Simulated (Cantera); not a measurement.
What does this Cantera script print?

```python
import numpy as np
import cantera as ct

gas = ct.Solution("gri30.yaml")
gas.TPX = 1398, 83000, {'CO': 0.016, 'O2': 0.0025, 'H2O': 0.03, 'N2': 1}
reactor = ct.IdealGasConstPressureReactor(gas, energy="off", clone=False)
net = ct.ReactorNet([reactor])
net.rtol, net.atol = 1e-08, 1e-18
show = ['CO', 'O2', 'H2O', 'O', 'NO']
times = np.geomspace(1e-05, 50, 11)

steps = ct.SolutionArray(gas, extra=["t"])
rows = []
print(f"{'t/s':>10s}{'T/K':>9s}{'P/Pa':>11s}" + "".join(f"{s:>11s}" for s in show))
for t in times:
    while net.time < t:
        t_next = net.step()
        steps.append(gas.state, t=t_next)
    rows.append([np.interp(t, steps.t, y) for y in (steps.T, steps.P, *steps(*show).X.T)])
    print(f"{t:10.3e}{rows[-1][0]:9.1f}{rows[-1][1]:11.4g}" + "".join(f"{x:11.3e}" for x in rows[-1][2:]))
rate = np.gradient(steps.T, steps.t)
print("integrator steps:", len(steps.t))
if steps.T.max() > steps.T[0] + 200:
    print(f"time of steepest temperature rise: {steps.t[rate.argmax()]:.4e} s")
gas.TPX = 1398, 83000, {'CO': 0.016, 'O2': 0.0025, 'H2O': 0.03, 'N2': 1}
gas.equilibrate("TP")
print(f"equilibrium (TP): T = {gas.T:.1f} K  " + "  ".join(f"{s} {gas[s].X[0]:.3e}" for s in show))
```

It prints:

```
       t/s      T/K       P/Pa         CO         O2        H2O          O         NO
 1.000e-05   1398.0    8.3e+04  1.526e-02  2.384e-03  2.861e-02  2.062e-10  1.309e-18
 4.676e-05   1398.0    8.3e+04  1.526e-02  2.384e-03  2.861e-02  8.003e-10  2.971e-17
 2.187e-04   1398.0    8.3e+04  1.526e-02  2.384e-03  2.861e-02  3.169e-09  6.696e-16
 1.023e-03   1398.0    8.3e+04  1.526e-02  2.383e-03  2.861e-02  3.104e-07  1.271e-13
 4.782e-03   1398.0    8.3e+04  5.652e-03  1.333e-04  2.333e-02  4.883e-05  4.641e-07
 2.236e-02   1398.0    8.3e+04  5.060e-03  2.300e-06  2.319e-02  1.025e-06  6.031e-07
 1.046e-01   1398.0    8.3e+04  5.100e-03  8.603e-08  2.326e-02  3.848e-08  6.034e-07
 4.890e-01   1398.0    8.3e+04  5.110e-03  3.616e-09  2.327e-02  1.610e-09  5.808e-07
 2.287e+00   1398.0    8.3e+04  5.112e-03  1.586e-10  2.328e-02  7.048e-11  4.980e-07
 1.069e+01   1398.0    8.3e+04  5.112e-03  1.098e-11  2.328e-02  5.122e-12  3.637e-07
 5.000e+01   1398.0    8.3e+04  5.112e-03  4.825e-12  2.328e-02  2.348e-12  1.791e-07
integrator steps: 2113
equilibrium (TP): T = 1398.0 K  CO 5.112e-03  O2 4.348e-12  H2O 2.328e-02  O 2.113e-12  NO 3.609e-09
```

Model: GRI-Mech 3.0 (53 species, 325 reactions), integrated in Cantera.
